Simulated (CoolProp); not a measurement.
The fluid at 495.94 K and 1.87 MPa flows at 1.4 m/s in a round tube of 50 mm bore and 15 µm roughness, fully developed (64/Re and Nu = 3.66 if laminar; Colebrook and Gnielinski if turbulent). The same conditions are run with several fluids, on thermodynamics alone (safety and materials aside).

Model: reference Helmholtz-energy equation of state of each fluid (propylene: Lemmon 2013; R152A: Outcalt 1996; c-C4F8 (RC318): Platzer 1990; oxygen: Schmidt 1985; ethanol: Schroeder 2014), in CoolProp. The equations of Platzer and Polt are older, rougher fits.

```csv
fluid,Reynolds number,Darcy friction factor,pressure drop (Pa/m),heat-transfer coefficient (W/(m² K)),mass flow (kg/h)
propylene,96300,0.0196,7.72,178,199
R152A,122000,0.0189,11.8,174,316
c-C4F8 (RC318),341000,0.0168,32.8,341,988
oxygen,33100,0.0238,6.74,65.9,143
ethanol,111000,0.0192,8.90,210,235
```

Above 300 K oxygen's equation is extrapolated.

Transport values come from each fluid's own correlations; those of propylene, R152A, c-C4F8 (RC318) are estimates that may be off by 10 % or more.
